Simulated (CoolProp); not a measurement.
Vapour-liquid equilibrium of propane (1) + dimethyl ether (2) at 0.116 MPa; x and y are mole fractions of (1).

Values from CoolProp's multi-fluid Helmholtz-energy mixture model, Lemmon 2009 and Wu 2011; pair parameters Bell 2016.

| x | bubble temperature (K) | y at the bubble point | dew temperature at overall composition x (K) | liquid density (mol/L) |
|---|---|---|---|---|
| 0.05 | 248.5 | 0.160 | 250.6 | 15.74 |
| 0.2 | 242.5 | 0.438 | 247.7 | 15.32 |
| 0.35 | 239.2 | 0.583 | 244.5 | 14.86 |
| 0.5 | 237.1 | 0.680 | 241.1 | 14.40 |
| 0.65 | 235.7 | 0.761 | 237.7 | 13.97 |
| 0.8 | 234.8 | 0.846 | 235.2 | 13.58 |
| 0.95 | 234.2 | 0.954 | 234.2 | 13.21 |

No azeotrope shows between x = 0.05 and 0.95.

Pair parameters are fitted to limited data, so mixtures are less certain than the pure fluids.
